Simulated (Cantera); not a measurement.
A perfectly stirred reactor is fed with 69.4 % N2O, 30.6 % O2, at 0.133 bar; it is held at 1325 K, and followed from long to short residence time.

Cantera simulation using GRI-Mech 3.0 (53 species, 325 reactions); the numbers are that mechanism's predictions, not measurements. GRI-Mech 3.0 was tuned for natural gas; its chemistry of N2O as a main component is partial and can be far from experiment. The mechanism lacks the step 2 NO + O2 → 2 NO2, which can matter for NO2 below about 1400 K. The temperature is held fixed by assumption; the heat of reaction is taken as removed at once.

x: mole fraction; the columns are a selection and need not sum to one.

```csv
τ (s),x N2O,x O2,x NO,x N2,x NO2,x O
7.8,0.0917,0.429,0.0636,0.416,[?],8.36e-6
1.2,0.331,0.378,0.0423,0.249,[?],1.00e-5
0.18,0.594,0.325,0.0118,0.0683,[?],1.04e-5
0.028,0.677,0.309,0.00211,0.0121,[?],1.04e-5
0.0043,0.692,0.306,0.000328,0.00189,[?],1.04e-5
0.00066,0.694,0.306,4.79e-5,0.000285,[?],9.82e-6
0.00010,0.694,0.306,5.41e-6,3.83e-5,2.92e-11,7.30e-6
```

Complete the blanks.


- 7.8, x NO2: 9.34e-5
- 1.2, x NO2: 5.81e-5
- 0.18, x NO2: 1.46e-5
- 0.028, x NO2: 1.72e-6
- 0.0043, x NO2: 8.36e-8
- 0.00066, x NO2: 2.13e-9
